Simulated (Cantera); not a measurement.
**Equilibrium for carbothermic reduction: Fe₃O₄ + CO**

Feed: 1 mol Fe₃O₄, a varied amount of CO, equilibrated at 1.70 bar.

Cantera equilibrium calculation (NASA polynomials, part measured and part estimated; ideal gas, pure solids and liquids). Candidate condensed phases: C, Fe, Fe(CO)₅, FeO, Fe₂O₃, Fe₃O₄; 15 gas species. Each liquid is taken as pure. Mutual solubility and eutectic melting of coexisting phases are not modelled. The tables' stoichiometric FeO is somewhat more stable than real wüstite, so its field is too wide. FeO: taken at fixed stoichiometry. Condensed phases not in the tables: cementite and carbon dissolved in iron. The numbers say what is thermodynamically allowed, not how fast it happens.

Stable condensed phases:

```
T in °C \ n(CO) in mol
         2.2 3.9 5.6 7.3 8.9  11  12  14
   2300    A   A   A   A   A   A   A   A
   2150    A   A   A   A   A   A   A   A
   2000    A   A   A   A   A   A   A   B
   1850    A   A   A   A   A   A   B   B
   1700    A   A   A   A   A   B   B   B
   1550    A   A   A   A   A   B   B   B
   1400    A   A   A   A   B   B   B   B
   1250    A   A   A   B   B   B   B   B
   1100    A   A   A   B   B   B   B   B
    950    A   A   A   B   B   B   B   B
    800    A   A   B   B   B   B   B   B
    650    C   C   C   C   C   C   C   C
```

A: FeO; B: Fe + FeO; C: C + FeO.
